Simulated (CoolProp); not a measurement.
Vapour pressure (bar) of c-C4F8 (RC318): the reference equation beside estimates from Tc = 388.4 K, pc = 27.78 bar, ω = 0.355. Clausius-Clapeyron is anchored at 292.1 K with a constant enthalpy of vaporisation of 21.38 kJ/mol.

Model: reference Helmholtz-energy equation of state, Platzer 1990, in CoolProp. This equation is an older, rougher fit; its heat capacities, sound speeds and derivatives of the liquid may be far off and weren't checked against measurements.

```
T (K)   reference  Clausius-Clapeyron  van der Waals  Redlich-Kwong  Peng-Robinson
-----  ----------  ------------------  -------------  -------------  -------------
277.1       1.502               1.592     (withheld)          2.847          1.496
292.1       2.564               2.564     (withheld)          4.329     (withheld)
307.1       4.121               3.941          10.09          6.284          4.091
322         6.285               5.806          12.54          8.760     (withheld)
337         9.227               8.284          15.35          11.85     (withheld)
351.9  (withheld)          (withheld)          18.49          15.58          13.09
366.9       18.05               15.43          22.04          20.04     (withheld)
381.9       24.43               20.32          25.96          25.27          24.54
```

What belongs in the gaps?


- 277.1, van der Waals: 6.133
- 292.1, van der Waals: 7.953
- 292.1, Peng-Robinson: 2.546
- 322, Peng-Robinson: 6.252
- 337, Peng-Robinson: 9.209
- 351.9, reference: 13.07
- 351.9, Clausius-Clapeyron: 11.44
- 366.9, Peng-Robinson: 18.14

Absolute difference from the reference over all 8 rows, mean and median: Clausius-Clapeyron 9.0 and 8.9 %, van der Waals 112.4 and 82.9 %, Redlich-Kwong 39.0 and 33.9 %, Peng-Robinson 0.5 and 0.5 %.
